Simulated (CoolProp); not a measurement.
The fluid at 298.15 K and 0.738 MPa (stagnation) flows isentropically through a choked orifice. The same conditions are run with several fluids, on thermodynamics alone (safety and materials aside).

Computed with CoolProp (reference Helmholtz-energy equation of state of each fluid (hydrogen chloride: Thol 2018; ethylene: Smukala 2000; R143a: Lemmon and Jacobsen 2000; methane: Setzmann 1991; dry air: Lemmon 2000)). Blends and air are pseudo-pure fits.

```json
[
 {"fluid": "hydrogen chloride", "throat to inlet pressure ratio": "0.530", "mass flux (kg/(m² s))": "1980", "throat temperature (K)": "249.1"},
 {"fluid": "ethylene", "throat to inlet pressure ratio": "0.554", "mass flux (kg/(m² s))": "1670", "throat temperature (K)": "263.5"},
 {"fluid": "R143a", "throat to inlet pressure ratio": "0.591", "mass flux (kg/(m² s))": "2860", "throat temperature (K)": "278.8"},
 {"fluid": "methane", "throat to inlet pressure ratio": "0.542", "mass flux (kg/(m² s))": "1270", "throat temperature (K)": "257.4"},
 {"fluid": "dry air", "throat to inlet pressure ratio": "0.527", "mass flux (kg/(m² s))": "1730", "throat temperature (K)": "248.1"}
]
```
